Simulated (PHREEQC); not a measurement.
Consider water at 20 °C with 170 mmol/kgw CuCl2 and 52 mmol/kgw NaCl. Closed to the air; pH follows from the charge balance.

All values are PHREEQC results (ion-association model, phreeqc.dat), not measurements.

```json
{
  "pH": "4.24",
  "ionic_strength": "0.502 mol/kgw",
  "activity_of_water": "0.990",
  "density": "1.021 g/cm³"
}
```

```
species     molality  activity   log γ
----------  --------  --------  ------
Cl-            0.361     0.235  -0.186
Cu+2           0.141    0.0355  -0.599
Na+           0.0520    0.0374  -0.143
CuCl+         0.0269    0.0175  -0.186
CuCl2        0.00187   0.00210   0.050
H+           7.59e-5   5.81e-5  -0.116
Cu2(OH)2+2   3.31e-5   9.68e-6  -0.534
CuOH+        9.29e-6   6.05e-6  -0.186
CuCl3-       2.46e-6   1.60e-6  -0.186
Cu(OH)2      1.92e-7   2.15e-7   0.050
CuCl4-2      7.75e-9   1.68e-9  -0.663
```

No solid was allowed to form. Complexes and solids missing from the database can't appear.
